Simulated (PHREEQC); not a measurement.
**Metal-bearing waste water (model solution)**

Make-up at 20 °C: 0.0036 mol CdCl2, 0.00011 mol ZnCl2 and 0.0023 mol NaF per kg of water. It is in equilibrium with CO2 at log p = -3.4 (atm). Otherwise closed; pH follows from the charge balance.

Equilibrium calculation in PHREEQC: ion-association model, phreeqc.dat.

Precipitation was switched off in this run.

### Question
What pH does the model give?

### Answer
pH 5.84.

### Question
In which forms is Zn present?

### Answer
Zn+2 97 %, ZnF+ 1.9 %, ZnCl+ 0.9 % of the Zn.
